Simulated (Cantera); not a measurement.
A Cantera script and what it prints.

```python
import numpy as np
import cantera as ct

gas_names = """
    H H2 Si SiH SiH2 SiH3 SiH4 Si2 Si3
""".split()
cond_names = """
    Si(cr) Si(L)
""".split()


# ... load() reads the species with a 1 bar reference pressure and builds the phases ...
atoms = {
    'Si': {'Si': 1},
    'H2': {'H': 2},
}
top_T = {}  # K; cautious upper limits of use, not melting points


# ... equilibrate(T, P, feed) seeds the gas with the atoms and calls Mixture.equilibrate('TP', solver="vcs", rtol=1e-11, max_steps=5000) ...
results = []
feed = {'Si': 1, 'H2': 1.9}  # mol
T = 973  # K
P = 74000  # Pa
mix = equilibrate(T, P, feed)
results.append((T, P, feed, dict(zip(mix.species_names, mix.species_moles))))
x = sorted(zip(gas.X, gas.species_names), reverse=True)
print(f"T = {T:g} K  P = {P:g} Pa  gas = {mix.phase_moles(0):.4g} mol")
print("   x: " + "  ".join(f"{s} {v:.3e}" for v, s in x if v > 1e-05))
print("   condensed (mol): " + ("  ".join(f"{mix.phase(i).name} {mix.phase_moles(i):.4g}"
      for i in range(1, mix.n_phases) if mix.phase_moles(i) > 1e-12) or "none"))
```

Result:

```
T = 973 K  P = 74000 Pa  gas = 1.9 mol
   x: H2 1.000e+00
   condensed (mol): Si(cr) 1
```

These are equilibrium values from Cantera (NASA tables, ideal gas, pure condensed phases), not measurements of a reactor.
